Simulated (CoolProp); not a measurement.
Vapour-liquid equilibrium of carbon dioxide (1) + n-butane (2) at 0.529 MPa; x and y are mole fractions of (1).

The numbers come from the multi-fluid Helmholtz-energy mixture model, Span 1996 and Bücker 2006; pair parameters Kunz 2012 in CoolProp.

| x | bubble temperature (K) | y at the bubble point | dew temperature at overall composition x (K) | liquid density (mol/L) |
|---|---|---|---|---|
| 0.05 | 289.8 | 0.634 | 323.5 | 10.03 |
| 0.2 | 238.8 | 0.958 | 316.4 | 11.47 |
| 0.35 | 226.9 | 0.980 | 308.6 | 12.71 |
| 0.5 | 223.3 | 0.985 | 299.6 | 14.36 |
| 0.65 | 221.8 | 0.987 | 288.5 | 16.68 |
| 0.8 | 220.4 | 0.989 | 272.9 | 19.99 |
| 0.95 | 218.1 | 0.996 | 242.0 | 24.75 |

No azeotrope shows between x = 0.05 and 0.95.

Pair parameters are fitted to limited data, so mixtures are less certain than the pure fluids. With so large a gap from Raoult's law the liquid may split in two, which this calculation doesn't test in full.
